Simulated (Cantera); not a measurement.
An isothermal, constant-pressure homogeneous reactor starts with 45.3 % H₂, 34.8 % O₂, 19.9 % N₂, at 1000 K and 97.5 Torr.

Model: the H2/O2 subset of GRI-Mech 3.0, which has no nitrogen chemistry, integrated in Cantera. Radical loss at walls, strong at low pressure, is not modelled. The temperature is held fixed by assumption; the heat of reaction is taken as removed at once.

One state of this run: x H₂ = 0.0308; x O₂ = 0.170; x O = 0.00256; x H₂O₂ = 1.09e-5; x OH = 0.00282. x: mole fraction; the columns are a selection and need not sum to one.

Task: Which value of t (s) does it belong to?
A) 40.0
B) 5.87e-5
C) 0.000862
D) 1.53e-5

Result: C, 0.000862
